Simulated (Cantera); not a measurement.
A closed system holds: 1 mol B, 16 mol NH3, equilibrated at 8.80 mbar.

These are equilibrium values from Cantera (NASA tables, ideal gas, pure condensed phases), not measurements of a reactor. Candidate condensed phases: B, BN; 15 gas species. Rates play no part. All values below are at 1523 K.

Base state: H2 0.762, N2 0.238, H 0.000215 (mole fractions); condensed: BN(s).

Task: What changes in the equilibrium state with this change: NH3 from 16 to 0.35 mol?

Result: 
```tsv
species	before	after
H2	0.762	1.000
H	0.000215	0.000246
BH2	2.08e-8	1.25e-5
N2	0.238	1.13e-6
BN(s), mol	1.000	0.350
B(s), mol	0	0.650
```
Mutual solubility and eutectic melting of coexisting phases are not modelled. The tables' values for BH2 are old estimates; treat these amounts as uncertain.
